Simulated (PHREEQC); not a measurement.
A PHREEQC input (ion-association model, wateq4f.dat):

```
SOLUTION 1
  temp 15
  units mol/kgw
  pH 6.57
  pe 8.4
  Na 86.7
  K 31.8
  Ca 450
  Mg 80.6
  Cl 229
  S(6) 709 as SO4
  Alkalinity 739 as HCO3
  Br 3.06
END
USE solution 1
EQUILIBRIUM_PHASES 1
  Gypsum 0 0
  CO2(g) -2 10
END
```

It stops with these messages:

```
WARNING: Maximum iterations exceeded, 100
WARNING: Maximum iterations exceeded, 100
WARNING: The program has failed to converge to a numerical solution.
ERROR:           Alkalinity has not converged. Total: 7.390000e+02	Calculated: 5.379371e+02	Residual: 2.010629e+02
ERROR: Is non-carbonate alkalinity greater than total alkalinity?
ERROR:                   Br has not converged. Total: 3.060000e+00	Calculated: 1.202707e-04	Residual: 3.059880e+00
ERROR:                   Ca has not converged. Total: 4.500000e+02	Calculated: 4.603899e+02	Residual: -1.038991e+01
ERROR:                   Cl has not converged. Total: 2.290000e+02	Calculated: 1.606816e+01	Residual: 2.129318e+02
ERROR:                    K has not converged. Total: 3.180000e+01	Calculated: 1.100256e+01	Residual: 2.079744e+01
ERROR:                   Mg has not converged. Total: 8.060000e+01	Calculated: 8.062263e+01	Residual: -2.262615e-02
ERROR:                   Na has not converged. Total: 8.670000e+01	Calculated: 3.102762e+01	Residual: 5.567238e+01
ERROR:                 S(6) has not converged. Total: 7.090000e+02	Calculated: 1.045106e+03	Residual: -3.361056e+02
ERROR:               A(H2O) Activity of water has not converged. 	Residual: 2.623717e+01
ERROR: Model failed to converge for initial solution  1.
```

Problem. Find the cause and the fix.

Solution. The fault: the units line changed with the numbers kept. The line should read `units mg/L` where the input has `units mol/kgw`. With the mend the run ends at pH 7.73 and ionic strength 0.0441 mol/kgw.
